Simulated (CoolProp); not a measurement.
Cyclopentane along the isotherm 276.85 °C: fugacity coefficient from the reference equation and from simpler models built on Tc = 238.6 °C, pc = 4583 kPa, ω = 0.202; each cubic takes its own stable root.

The numbers come from the reference Helmholtz-energy equation of state, Gedanitz 2015 in CoolProp.

```tsv
p (kPa)	phase	reference
72.5	gas	0.9956
117	gas	0.9929
189	gas	0.9885
306	gas	0.9815
494	gas	0.9702
798	gas	0.9520
1290	gas	0.9230
2080	gas	0.8772
3360	gas	0.8049
5430	supercritical	0.6908
8780	supercritical	0.5253
14200	supercritical	0.3943
22900	supercritical	0.3204
```

**Question.** How far does each simpler model (van der Waals, Redlich-Kwong, Peng-Robinson) lie from the reference over these 13 states: mean and median of the absolute difference, and the worst?

**Answer.** 
- van der Waals: mean 2.6 %, median 0.8 %, worst +16.4 % at 276.85 °C and 22900 kPa
- Redlich-Kwong: mean 0.5 %, median 0.1 %, worst +3.9 % at 276.85 °C and 22900 kPa
- Peng-Robinson: mean 0.8 %, median 0.7 %, worst -2.3 % at 276.85 °C and 5430 kPa
